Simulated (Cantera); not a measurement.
# Equilibrium for carbothermic reduction: SiO₂ + C + N₂

A closed system holds: 1 mol SiO₂, 2.9 mol C, 2.3 mol N₂, equilibrated at 95.0 Pa.

These are equilibrium values from Cantera (NASA tables, ideal gas, pure condensed phases), not measurements of a reactor. Candidate condensed phases: C, Si, SiC, SiO₂, Si₂N₂O, Si₃N₄; 34 gas species. N₂ is the only nitrogen source here; it is nearly inert below about 1500 K, so the nitride shown seldom forms there in practice. Mutual solubility and eutectic melting of coexisting phases are not modelled. The tables' values for SiN are old estimates; treat these amounts as uncertain. Rates play no part.

| T (K) | x N₂ | x CO | x Si | x SiC₂ | x SiO | n C(graphite) | n SiO₂(β-quartz) | n Si₂N₂O(s) | n SiC(s) |
|---|---|---|---|---|---|---|---|---|---|
| 1025 | 0.935 | 0.0646 | <1e-12 | <1e-12 | 1.66e-10 | 2.74 | 0.897 | 0.0517 | 0 |
| 1175 | 0.545 | 0.455 | <1e-12 | <1e-12 | 3.10e-7 | 1.40 | 0 | 0.500 | 0 |
| 1325 | 0.545 | 0.455 | 3.38e-11 | <1e-12 | 3.92e-5 | 1.40 | 0 | 0.500 | 0 |
| 1475 | 0.535 | 0.462 | 6.90e-8 | 3.25e-11 | 0.00243 | 0 | 0 | 0.0264 | 0.937 |
| 1625 | 0.535 | 0.453 | 5.57e-6 | 3.23e-9 | 0.0116 | 0 | 0 | 0 | 0.950 |
| 1775 | 0.535 | 0.453 | 0.000110 | 2.80e-7 | 0.0116 | 0 | 0 | 0 | 0.950 |
| 1925 | 0.534 | 0.454 | 0.00133 | 1.23e-5 | 0.0109 | 0 | 0 | 0 | 0.947 |
| 2075 | 0.530 | 0.454 | 0.00908 | 0.000377 | 0.00697 | 0 | 0 | 0 | 0.925 |
| 2225 | 0.499 | 0.428 | 0.0571 | 0.00602 | 0.00635 | 0.212 | 0 | 0 | 0.644 |
| 2375 | 0.438 | 0.378 | 0.147 | 0.0260 | 0.00326 | 0.603 | 0 | 0 | 0 |
| 2525 | 0.433 | 0.377 | 0.143 | 0.0399 | 0.000857 | 0.441 | 0 | 0 | 0 |
x: gas mole fraction; n: condensed amount in mol.

At 1025 K the condensed part is C(graphite) + SiO₂(β-quartz) + Si₂N₂O(s). From 1175 K to 1325 K the condensed part is C(graphite) + Si₂N₂O(s). At 1475 K the condensed part is SiC(s) + Si₂N₂O(s). From 1625 K to 2075 K the condensed part is SiC(s). At 2225 K the condensed part is C(graphite) + SiC(s). From 2375 K to 2525 K the condensed part is C(graphite).
